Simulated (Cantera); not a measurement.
Ammonia decomposition in nitride growth gas

An isothermal, constant-pressure homogeneous reactor starts with NH₃ : N₂ = 1 : 0.35 (molar parts), at 1598 K and 34000 Pa.

Detailed kinetics in Cantera: the gas-phase N/H chemistry of the illustrative SiF4/NH3 mechanism in the Surface Chemkin manual (1991). Walls and surfaces, which speed up NH3 decomposition in real reactors, are not modelled.

```
t (s)      x NH₃    x N₂H₂       x N    x N₂H₄   x N₂      x NH      x H
--------  ------  --------  --------  --------  -----  --------  -------
2.00e-5    0.741  1.39e-12    <1e-12    <1e-12  0.259  1.69e-12  4.86e-9
0.000158   0.741  3.97e-10    <1e-12  1.03e-10  0.259  2.53e-10  4.87e-9
0.00124    0.741   4.02e-8  5.23e-12   6.84e-9  0.259   2.22e-8  5.86e-9
0.00982    0.740   6.80e-7  1.12e-10   1.03e-7  0.259   2.26e-7  3.73e-8
0.0775     0.736   6.96e-7  7.58e-10   1.04e-7  0.260   2.49e-7  2.50e-7
0.611      0.704   6.43e-7   4.34e-9   9.26e-8  0.264   3.13e-7  1.84e-6
4.82       0.518   3.69e-7   9.04e-9   5.69e-8  0.290   3.31e-7  1.19e-5
38.0       0.134   3.97e-8   7.07e-9   7.10e-9  0.343   1.69e-7  4.43e-5
300       0.0114  4.98e-10   1.38e-9  8.80e-11  0.360   2.48e-8  6.96e-5
```
x: mole fraction; the columns are a selection and need not sum to one.

Equilibrium at this temperature and pressure: NH₃ 4.83e-6, N₂H₂ <1e-12, N <1e-12, N₂H₄ <1e-12, N₂ 0.362, NH 1.14e-11, H 7.34e-5 (gas phase only).
